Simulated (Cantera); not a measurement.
A perfectly stirred reactor is fed with 22.2 % CH4, 40.0 % CO2, 37.8 % H2, at 16000 Pa; it is held at 1875 K, and followed from long to short residence time.

Detailed kinetics in Cantera: GRI-Mech 3.0 (53 species, 325 reactions).

Q: Predict: x(CH4) at τ = 7.30 s; x(CO2) at τ = 7.30 s; x(H2) at τ = 7.30 s; x(CH2) at τ = 7.30 s; x(CH2CO) at τ = 7.30 s; x(CH4) at τ = 41.0 ms; x(CO2) at τ = 41.0 ms; x(H2) at τ = 41.0 ms; x(CH2) at τ = 41.0 ms; x(CH2CO) at τ = 41.0 ms.

A: 
```
Quantity                   Value
-----------------------  -------
x(CH4) at τ = 7.30 s     0.00209
x(CO2) at τ = 7.30 s      0.0229
x(H2) at τ = 7.30 s        0.461
x(CH2) at τ = 7.30 s     2.61e-7
x(CH2CO) at τ = 7.30 s   1.09e-6
x(CH4) at τ = 41.0 ms     0.0328
x(CO2) at τ = 41.0 ms     0.0875
x(H2) at τ = 41.0 ms       0.346
x(CH2) at τ = 41.0 ms    3.43e-6
x(CH2CO) at τ = 41.0 ms  6.09e-5
```
